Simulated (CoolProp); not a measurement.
A single-stage vapour-compression cycle with fluoroethane (R161): evaporating at 235.15 K (dew point), condensing at 279.15 K (bubble point), superheat 2 K, subcooling 5 K, compressor efficiency 0.8, no pressure losses. Each further row changes one setting.

Computed with CoolProp (reference Helmholtz-energy equation of state, Wu 2012).

```csv
case,cooling COP,pressure ratio,discharge temperature (K),refrigerating effect (kJ/kg),volumetric capacity (kJ/m³)
as stated,3.72,5.34,322.9,348,870
evaporating temperature 240.15 K,4.36,?,?,352,?
condensing temperature 274.15 K,4.28,4.55,?,358,896
subcooling 10 K,3.83,5.34,322.9,358,896
superheat 12 K,3.67,5.34,?,359,858
compressor efficiency 0.7,?,5.34,?,348,870
```

**Question.** Complete the blanks.

**Answer.** 
- evaporating temperature 240.15 K, pressure ratio: 4.26
- evaporating temperature 240.15 K, discharge temperature (K): 316.9
- evaporating temperature 240.15 K, volumetric capacity (kJ/m³): 1090
- condensing temperature 274.15 K, discharge temperature (K): 314.4
- superheat 12 K, discharge temperature (K): 333.5
- compressor efficiency 0.7, cooling COP: 3.25
- compressor efficiency 0.7, discharge temperature (K): 332.2
